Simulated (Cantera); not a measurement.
Input: 1 mol Si, 3.5 mol HF, 41 mol H2, 1.6 mol HCl, held at 3000 Pa.

Equilibrium computed with Cantera from the NASA thermochemical tables; the gas is ideal and each condensed phase is pure. Candidate condensed phases: Si; 37 gas species. The tables' values for SiCl3, SiF3 are old estimates; treat these amounts as uncertain. Kinetics and transport are ignored. All values below are at 700 °C.

Base state: H2 0.952, HCl 0.0256, SiF4 0.0189, SiCl4 0.00210, SiHF3 0.000681, SiHCl3 0.000440, HF 3.61e-5, SiCl3 3.17e-5 (mole fractions); condensed: gas only.

What changes in the equilibrium state with this change: pressure from 3000 Pa to 7.00 Pa?


```
species      before     after
----------  -------  --------
H2            0.952     0.949
HCl          0.0256    0.0290
SiF4         0.0189    0.0188
SiCl4       0.00210  0.000659
SiCl2       1.37e-5   0.00143
SiF3        1.70e-5  0.000231
Si(s), mol        0   0.00970
```
The tables' values for SiF3, SiCl3 are old estimates; treat these amounts as uncertain.
